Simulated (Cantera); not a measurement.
# Ignition delay

Mixture: 7.40 % C₃H₈, 19.5 % O₂, 73.2 % N₂, equivalence ratio 1.9, at 101000 Pa, adiabatic and at constant volume. Ignition delay is the time to a rise of 400 K.

Model: GRI-Mech 3.0 (53 species, 325 reactions), integrated in Cantera. GRI-Mech 3.0 was tuned for natural gas; its chemistry of propane as a main component is partial and can be far from experiment.

```json
[
 {"T0 (K)": "1175", "delay (ms)": "9.85"},
 {"T0 (K)": "1225", "delay (ms)": "3.55"},
 {"T0 (K)": "1275", "delay (ms)": "1.42"},
 {"T0 (K)": "1325", "delay (ms)": "0.626"},
 {"T0 (K)": "1375", "delay (ms)": "0.305"},
 {"T0 (K)": "1425", "delay (ms)": "0.163"},
 {"T0 (K)": "1475", "delay (ms)": "0.0947"},
 {"T0 (K)": "1525", "delay (ms)": "0.0593"},
 {"T0 (K)": "1575", "delay (ms)": "0.0396"}
]
```

The apparent activation energy between 1475 and 1575 K is 170 kJ/mol.
